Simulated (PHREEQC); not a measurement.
**Acid mine or pickling water: speciation**

Model water analysis in mmol/kgw, 20 °C, pH 1.97, pe 10.4: Na 1.31; K 19.5; Ca 9.01; Mg 5.73; Cl 16.4; S(6) 27.7; Fe(3) 0.0176; N(5) 0.38; Cu(2) 0.0243; Sr 0.0234.

Valence states are taken as typed.

The numbers come from PHREEQC with the ion-association model, phreeqc.dat.

Each row changes one thing in this solution. This is a speciation only: nothing precipitates in the calculation.

| case | ionic strength (mol/kgw) | SO4-2 (mol/kgw) | HSO4- (mol/kgw) | MgSO4 (mol/kgw) | KSO4- (mol/kgw) | CaHSO4+ (mol/kgw) | SI of Goethite (FeOOH) | SI of Gypsum (CaSO4:2H2O) |
|---|---|---|---|---|---|---|---|---|
| as made | 0.0786 | 0.0149 | 0.00712 | 0.00199 | 0.000713 | 0.000222 | -0.01 | -0.22 |
| temperature from 20 to 40 °C at the same typed pH | 0.0740 | 0.0124 | 0.00924 | 0.00238 | 0.000817 | 0.000287 | +0.58 | -0.29 |
| N(5) from 0.38 to 1.14 mmol/kgw | 0.0790 | 0.0149 | 0.00712 | 0.00199 | 0.000713 | 0.000221 | -0.01 | -0.23 |

Some of these states are supersaturated (in Hematite (slow to form), Goethite (slow to form), for instance). Away from 25 °C the constants follow the database's enthalpies or fits; those with neither stay at their 25 °C values.
